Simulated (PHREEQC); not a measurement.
Solution (25 °C): 27 mmol/kgw H2SO4, 0.77 mmol/kgw NaOH and 73 mmol/kgw (CH3)4NCl. Closed to the air; pH follows from the charge balance.

All values are PHREEQC results (ion-association model, phreeqc.dat), not measurements.

Precipitation was switched off in this run.

Q: What pH does the model give?

A: pH 1.51.

Q: In which forms is Na present?

A: Na+ 98 %, NaSO4- 2.0 % of the Na.

(CH3)4N+ isn't in the database: it is added as a free cation with an ion size of 4 Å.
